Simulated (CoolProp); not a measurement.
500 sccm (0 °C, 1 atm) of nitrogen bubbles through liquid cyclohexane at 284.7 K and leaves saturated at a total pressure of 0.129 MPa (ideal gas phase). Each further row changes one setting.

The numbers come from the reference Helmholtz-energy equation of state, Zhou 2014 in CoolProp.

| case | vapour pressure (kPa) | mole fraction of vapour | delivery (mg/min) | delivery (sccm) | change of delivery for a bath 1 K warmer (%) |
|---|---|---|---|---|---|
| as stated | 6.86 | ? | ? | 28.1 | ? |
| bath temperature 289.7 K | 8.78 | ? | ? | 36.5 | 5.3 |
| total pressure 0.258 MPa | 6.86 | ? | 51.3 | ? | 5.3 |

### Question
What belongs in the gaps?

### Answer

- as stated, mole fraction of vapour: 0.0532
- as stated, delivery (mg/min): 105
- as stated, change of delivery for a bath 1 K warmer (%): 5.4
- bath temperature 289.7 K, mole fraction of vapour: 0.0680
- bath temperature 289.7 K, delivery (mg/min): 137
- total pressure 0.258 MPa, mole fraction of vapour: 0.0266
- total pressure 0.258 MPa, delivery (sccm): 13.7
